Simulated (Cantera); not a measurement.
Input (Python, Cantera) and output of one run.

```python
import numpy as np
import cantera as ct

gas_names = """
    B BO BO2 B2 B2O B2O2 B2O3 O O2 O3
""".split()
cond_names = """
    B(b) B(L) B2O3(L)
""".split()


# ... load() reads the species with a 1 bar reference pressure and builds the phases ...
atoms = {
    'B2O3': {'B': 2, 'O': 3},
    'O2': {'O': 2},
}
top_T = {}  # K; cautious upper limits of use, not melting points


# ... equilibrate(T, P, feed) seeds the gas with the atoms and calls Mixture.equilibrate('TP', solver="vcs", rtol=1e-11, max_steps=5000) ...
results = []
feed = {'B2O3': 1, 'O2': 0.51}  # mol
T = 1798.15  # K
P = 310  # Pa
mix = equilibrate(T, P, feed)
results.append((T, P, feed, dict(zip(mix.species_names, mix.species_moles))))
print(gas.report(threshold=1e-05))
for i in range(1, mix.n_phases):
    print(f"{mix.phase(i).name:16s} {mix.phase_moles(i):12.5e} mol")
```

Result:

```
       temperature   1798.2 K
          pressure   310 Pa
           density   0.0011685 kg/m^3
  mean mol. weight   56.356 kg/kmol
   phase of matter   gas

                          1 kg             1 kmol
                     ---------------   ---------------
          enthalpy       -7.7018e+06       -4.3404e+08  J
   internal energy       -7.9671e+06       -4.4899e+08  J
           entropy            7708.1        4.3439e+05  J/K
    Gibbs function       -2.1562e+07       -1.2151e+09  J
 heat capacity c_p            1426.2             80377  J/K
 heat capacity c_v            1278.7             72062  J/K

                      mass frac. Y      mole frac. X     chem. pot. / RT
                     ---------------   ---------------   ---------------
                BO        1.6495e-05        3.4674e-05           -44.146
               BO2          0.027721          0.036494           -61.793
              B2O3           0.78754           0.63752           -105.94
                 O        0.00034742         0.0012238           -17.646
                O2           0.18437           0.32472           -35.292
     [   +5 minor]         3.416e-07        3.5907e-07

B(b)              0.00000e+00 mol
B2O3(L)           0.00000e+00 mol
```

Method: chemical equilibrium by Gibbs-energy minimisation in Cantera with the NASA 1993 tables (ideal gas, pure condensed phases).
